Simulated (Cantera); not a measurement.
Input: 1 mol CH3SiH3, 0.071 mol HCl, 26 mol H2, equilibrated at 1502 °C and 1.33 mbar.

Method: chemical equilibrium by Gibbs-energy minimisation in Cantera with the NASA 1993 tables (ideal gas, pure condensed phases). Candidate condensed phases: C, C6H6, C7H8, C8H18, Si, SiC; 109 gas species. The feed counts by its element totals alone. Rates play no part.

Base state: H2 0.990, H 0.00789, HCl 0.00242, Si 6.88e-5, C2H2 (acetylene) 3.71e-5, Cl 1.48e-5 (mole fractions); condensed: SiC(s).

Task: What changes in the equilibrium state with this change: CH3SiH3 replaced by SiH4?

Result: 
| species | before | after |
|---|---|---|
| H2 | 0.990 | 0.988 |
| H | 0.00789 | 0.00788 |
| HCl | 0.00242 | 0.00245 |
| Si | 6.88e-5 | 0.00165 |
| SiH | 3.07e-6 | 7.33e-5 |
| C2H2 (acetylene) | 3.71e-5 | 0 |
| SiCl2 | 7.90e-7 | 1.94e-5 |
| SiCl | 6.14e-7 | 1.49e-5 |
| SiH2 | 1.04e-6 | 2.47e-5 |
| Cl | 1.48e-5 | 1.50e-5 |
| SiC(s), mol | 0.998 | 0 |
| Si(l), mol | 0 | 0.949 |
The tables' values for SiCl are old estimates; treat these amounts as uncertain. Gases not in the tables: Si2H6 and higher silanes.
